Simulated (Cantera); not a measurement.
Mixture: CH₄ : H₂ : O₂ : N₂ = 1 : 0.41 : 1.58 : 5.92 (molar parts), at 1280 Torr, adiabatic and at constant pressure. Ignition delay is the time to a rise of 400 K.

Model: GRI-Mech 3.0 (53 species, 325 reactions), integrated in Cantera.

```tsv
quantity	before	after
delay at 1225 K	2.01 ms	4.58 ms
delay at 1375 K	0.573 ms	1.23 ms
delay at 1525 K	0.189 ms	0.422 ms
delay at 1675 K	74.4 µs	0.179 ms
apparent activation energy between 1600 and 1750 K	130 kJ/mol	120 kJ/mol
```

Task: Name the change that produced these shifts.
A) constant volume in place of constant pressure
B) N2 5.92 to 4 parts
C) pressure from 1280 Torr to 458 Torr
D) pressure from 1280 Torr to 12800 Torr

Result: C, pressure from 1280 Torr to 458 Torr
